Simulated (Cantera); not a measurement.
Gas mixture: O₂ = 0.75 (molar parts), at 560000 Pa, frozen composition.

Cantera's kinetic-theory transport with the Lennard-Jones parameters of GRI-Mech 3.0, ideal gas; thermal conductivity in the mixture-averaged form.

D: mixture-averaged diffusion coefficient of that species in the mixture.

```tsv
T (K)	ρ (kg/m³)	cp (J/kg/K)	μ (µPa s)	λ (mW/m/K)	Pr	D (cm²/s) H₂	D (cm²/s) H	D (cm²/s) CH₄
400	5.39	941.4	25.6	33.9	0.713	0.238	[?]	0.0682
600	3.59	1003	34.1	48.2	0.709	0.471	[?]	0.138
800	2.69	1055	41.4	61.4	0.710	0.760	[?]	0.224
1000	2.16	1090	47.9	73.6	0.710	1.10	[?]	0.326
1200	1.80	1114	54.0	84.9	0.708	1.49	[?]	0.442
1400	1.54	1134	59.7	95.7	0.707	1.92	[?]	0.572
1600	1.35	1151	65.1	106	0.707	2.40	[?]	0.714
1800	1.20	1167	70.2	116	0.707	2.91	[?]	0.868
2000	1.08	1181	75.2	126	0.707	3.47	[?]	1.03
```

Q: Complete the blanks.

A: 
- 400, D (cm²/s) H: 0.384
- 600, D (cm²/s) H: 0.776
- 800, D (cm²/s) H: 1.26
- 1000, D (cm²/s) H: 1.84
- 1200, D (cm²/s) H: 2.50
- 1400, D (cm²/s) H: 3.23
- 1600, D (cm²/s) H: 4.03
- 1800, D (cm²/s) H: 4.90
- 2000, D (cm²/s) H: 5.84
